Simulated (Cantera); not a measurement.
What does this Cantera script print?

```python
import numpy as np
import cantera as ct

gas_names = [...]  # 115 gases of nasa_gas.yaml made of C, Ca, H, O
cond_names = """
    C(gr) C6H6(L) C7H8(L) C8H18(L),n-octa Ca(a) Ca(b) Ca(L) CaCO3(caL) CaO(s) CaO(L) CaO2H2(s) H2O(s)
    H2O(L)
""".split()


# ... load() reads the species with a 1 bar reference pressure and builds the phases ...
atoms = {
    'CaCO3': {'Ca': 1, 'C': 1, 'O': 3},
    'H2': {'H': 2},
}
top_T = {'C(gr)': 4500}  # K; cautious upper limits of use, not melting points


# ... equilibrate(T, P, feed) seeds the gas with the atoms and calls Mixture.equilibrate('TP', solver="vcs", rtol=1e-11, max_steps=5000) ...
results = []
feed = {'CaCO3': 1, 'H2': 0.34}  # mol
P = 100000  # Pa
for T in [775, 875, 975, 1075, 1175, 1275, 1375, 1475, 1575, 1675, 1775, 1875, 1975, 2075]:
    mix = equilibrate(T, P, feed)
    results.append((T, P, feed, dict(zip(mix.species_names, mix.species_moles))))
    x = sorted(zip(gas.X, gas.species_names), reverse=True)
    print(f"T = {T:g} K  P = {P:g} Pa  gas = {mix.phase_moles(0):.4g} mol")
    print("   x: " + "  ".join(f"{s} {v:.3e}" for v, s in x if v > 1e-06))
    print("   condensed (mol): " + ("  ".join(f"{mix.phase(i).name} {mix.phase_moles(i):.4g}"
          for i in range(1, mix.n_phases) if mix.phase_moles(i) > 1e-12) or "none"))
```

It prints:

```
T = 775 K  P = 100000 Pa  gas = 0.3197 mol
   x: H2 8.079e-01  H2O 1.279e-01  CH4 6.388e-02  CO 1.679e-04  CO2 1.342e-04
   condensed (mol): CaCO3(caL) 0.9795  CaO(s) 0.02052
T = 875 K  P = 100000 Pa  gas = 0.3248 mol
   x: H2 8.113e-01  H2O 1.214e-01  CH4 5.707e-02  CO 7.293e-03  CO2 2.880e-03
   condensed (mol): CaCO3(caL) 0.9782  CaO(s) 0.02184
T = 975 K  P = 100000 Pa  gas = 0.3842 mol
   x: H2 7.059e-01  H2O 1.405e-01  CO 1.019e-01  CO2 3.242e-02  CH4 1.927e-02
   condensed (mol): CaCO3(caL) 0.941  CaO(s) 0.05903
T = 1075 K  P = 100000 Pa  gas = 0.6453 mol
   x: H2 2.818e-01  H2O 2.449e-01  CO 2.446e-01  CO2 2.286e-01  CH4 1.273e-04
   condensed (mol): CaCO3(caL) 0.6945  CaO(s) 0.3055
T = 1175 K  P = 100000 Pa  gas = 1.34 mol
   x: CO2 5.484e-01  H2O 1.979e-01  CO 1.979e-01  H2 5.581e-02
   condensed (mol): CaO(s) 1
T = 1275 K  P = 100000 Pa  gas = 1.34 mol
   x: CO2 5.399e-01  H2O 2.063e-01  CO 2.063e-01  H2 4.741e-02
   condensed (mol): CaO(s) 1
T = 1375 K  P = 100000 Pa  gas = 1.34 mol
   x: CO2 5.336e-01  CO 2.127e-01  H2O 2.127e-01  H2 4.102e-02
   condensed (mol): CaO(s) 1
T = 1475 K  P = 100000 Pa  gas = 1.34 mol
   x: CO2 5.286e-01  CO 2.176e-01  H2O 2.176e-01  H2 3.609e-02  H 2.464e-06
   condensed (mol): CaO(s) 1
T = 1575 K  P = 100000 Pa  gas = 1.34 mol
   x: CO2 5.248e-01  CO 2.215e-01  H2O 2.215e-01  H2 3.223e-02  H 7.460e-06  OH 1.863e-06
   condensed (mol): CaO(s) 1
T = 1675 K  P = 100000 Pa  gas = 1.34 mol
   x: CO2 5.217e-01  CO 2.246e-01  H2O 2.246e-01  H2 2.916e-02  H 1.983e-05  OH 7.385e-06  CaO2H2 1.099e-06
   condensed (mol): CaO(s) 1
T = 1775 K  P = 100000 Pa  gas = 1.34 mol
   x: CO2 5.192e-01  CO 2.270e-01  H2O 2.270e-01  H2 2.668e-02  H 4.728e-05  OH 2.505e-05  CaO2H2 3.195e-06
   condensed (mol): CaO(s) 1
T = 1875 K  P = 100000 Pa  gas = 1.34 mol
   x: CO2 5.172e-01  CO 2.290e-01  H2O 2.290e-01  H2 2.465e-02  H 1.029e-04  OH 7.452e-05  CaO2H2 8.259e-06
   condensed (mol): CaO(s) 1
T = 1975 K  P = 100000 Pa  gas = 1.34 mol
   x: CO2 5.154e-01  CO 2.307e-01  H2O 2.305e-01  H2 2.297e-02  H 2.074e-04  OH 1.983e-04  CaO2H2 1.931e-05  O2 5.716e-06  O 1.317e-06
   condensed (mol): CaO(s) 1
T = 2075 K  P = 100000 Pa  gas = 1.341 mol
   x: CO2 5.138e-01  CO 2.322e-01  H2O 2.316e-01  H2 2.156e-02  OH 4.794e-04  H 3.911e-04  CaO2H2 4.144e-05  O2 2.864e-05  O 6.238e-06  CaOH 1.465e-06
   condensed (mol): CaO(s) 0.9999
```

These are equilibrium values from Cantera (NASA tables, ideal gas, pure condensed phases), not measurements of a reactor. Mutual solubility and eutectic melting of coexisting phases are not modelled.
